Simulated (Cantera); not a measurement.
A freely propagating, adiabatic, planar premixed flame of 32.1 % CO, 4.17 % H2, 13.4 % O2, 50.4 % N2, equivalence ratio 1.4, unburnt at 325 K and 1.00 bar; mixture-averaged transport, grid criteria slope 0.08 and curve 0.16, no radiation.

Detailed kinetics in Cantera: GRI-Mech 3.0 (53 species, 325 reactions). Burning velocities carry a grid error of a few per cent, more on coarse grids.

### Question
Predict: laminar burning velocity; thermal thickness; peak x(O); peak x(H).

### Answer
```
Quantity                     Result
------------------------  ---------
laminar burning velocity  85.0 cm/s
thermal thickness          0.560 mm
peak x(O)                    0.0142
peak x(H)                    0.0176
```
